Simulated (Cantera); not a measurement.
Input (Python, Cantera) and output of one run.

```python
import numpy as np
import cantera as ct

gas_names = [...]  # 109 gases of nasa_gas.yaml made of C, Cl, H, Si
cond_names = """
    C(gr) C6H6(L) C7H8(L) C8H18(L),n-octa Si(cr) Si(L) SiC(b)
""".split()


# ... load() reads the species with a 1 bar reference pressure and builds the phases ...
atoms = {
    'CH3SiH3': {'C': 1, 'H': 6, 'Si': 1},
    'HCl': {'H': 1, 'CL': 1},
    'H2': {'H': 2},
}
top_T = {'C(gr)': 4500, 'SiC(b)': 3050}  # K; cautious upper limits of use, not melting points


# ... equilibrate(T, P, feed) seeds the gas with the atoms and calls Mixture.equilibrate('TP', solver="vcs", rtol=1e-11, max_steps=5000) ...
results = []
T = 2623  # K
P = 1200  # Pa
for m in [35, 56, 92, 150, 240, 400, 650, 1100, 1700]:
    feed = {'CH3SiH3': 1, 'HCl': 1.4, 'H2': m}  # mol
    mix = equilibrate(T, P, feed)
    results.append((T, P, feed, dict(zip(mix.species_names, mix.species_moles))))

top = {s: max(r[3][s] / sum(r[3][g] for g in gas_names) for r in results) for s in gas_names}
cols = sorted((s for s in top if top[s] > 1e-05), key=lambda s: -top[s])[:7]
seen = [c for c in cond_names if any(r[3].get(c, 0) > 1e-12 for r in results)]
print("log10 of partial pressures in bar; condensed amounts in mol")
print(f"{'n(H2)':>10s}" + "".join(f"{s[:9]:>10s}" for s in cols + seen))
for T, P, feed, n in results:
    ng = sum(n[g] for g in gas_names)
    print(f"{feed['H2']:10.4g}" + "".join(f"{np.log10(max(n[s] / ng * P / 1e5, 1e-99)):10.3f}" for s in cols)
          + "".join(f"{n.get(c, 0):10.4g}" for c in seen))
```

It prints:

```
log10 of partial pressures in bar; condensed amounts in mol
     n(H2)        H2         H       HCL        Si        CL C2H2,acet      SiC2
        35    -2.117    -2.434    -3.584    -3.700    -4.056    -4.116    -4.387
        56    -2.107    -2.429    -3.764    -3.858    -4.241    -4.246    -4.686
        92    -2.099    -2.425    -3.963    -4.038    -4.444    -4.404    -5.031
       150    -2.095    -2.423    -4.165    -4.226    -4.648    -4.576    -5.396
       240    -2.092    -2.421    -4.363    -4.415    -4.848    -4.754    -5.766
       400    -2.090    -2.420    -4.581    -4.625    -5.066    -4.958    -6.182
       650    -2.089    -2.420    -4.789    -4.829    -5.275    -5.158    -6.587
      1100    -2.088    -2.419    -5.016    -5.053    -5.503    -5.380    -7.034
      1700    -2.088    -2.419    -5.204    -5.240    -5.691    -5.567    -7.408
```

Method: chemical equilibrium by Gibbs-energy minimisation in Cantera with the NASA 1993 tables (ideal gas, pure condensed phases). The feed counts by its element totals alone. The tables' values for SiCl are old estimates; treat these amounts as uncertain. Gases not in the tables: Si2H6 and higher silanes.
